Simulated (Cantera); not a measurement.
Mixture: CH4 : O2 : N2 = 1 : 0.909 : 4.18 (molar parts), equivalence ratio 2.2, at 0.850 bar, adiabatic and at constant pressure. Ignition delay is the time to a rise of 400 K.

Cantera simulation using GRI-Mech 3.0 (53 species, 325 reactions); the numbers are that mechanism's predictions, not measurements.

What does this change do: 0.12 parts H2O added?


```json
[
 {"quantity": "delay at 1225 K", "before": "68.8 ms", "after": "73.0 ms"},
 {"quantity": "delay at 1425 K", "before": "5.20 ms", "after": "5.53 ms"},
 {"quantity": "delay at 1625 K", "before": "0.644 ms", "after": "0.669 ms"},
 {"quantity": "delay at 1825 K", "before": "0.143 ms", "after": "0.145 ms"},
 {"quantity": "apparent activation energy between 1725 and 1925 K", "before": "170 kJ/mol", "after": "180 kJ/mol"}
]
```
